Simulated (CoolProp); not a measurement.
Vapour-liquid equilibrium of neopentane (1) + n-pentane (2) at 2.16 bar; x and y are mole fractions of (1).

Values from CoolProp's multi-fluid Helmholtz-energy mixture model, Lemmon 2006 and Thol 2019; pair parameters Bell 2016.

| x | bubble temperature, mixture model (K) | bubble temperature, Raoult's law (K) | y, mixture model | y, Raoult's law |
|---|---|---|---|---|
| 0.05 | 331.4 | 331.4 | 0.098 | 0.102 |
| 0.15 | 327.7 | 327.8 | 0.269 | 0.279 |
| 0.25 | 324.3 | 324.4 | 0.413 | 0.426 |
| 0.35 | 321.2 | 321.3 | 0.534 | 0.548 |
| 0.45 | 318.3 | 318.4 | 0.637 | 0.651 |
| 0.55 | 315.6 | 315.7 | 0.725 | 0.738 |
| 0.65 | 313.1 | 313.2 | 0.801 | 0.812 |
| 0.75 | 310.8 | 310.8 | 0.867 | 0.876 |
| 0.85 | 308.6 | 308.6 | 0.925 | 0.931 |
| 0.95 | 306.6 | 306.6 | 0.976 | 0.979 |

The largest gap from Raoult's law is -0.1 K in bubble temperature, at x = 0.45. No azeotrope shows between x = 0.05 and 0.95.

Pair parameters are fitted to limited data, so mixtures are less certain than the pure fluids.
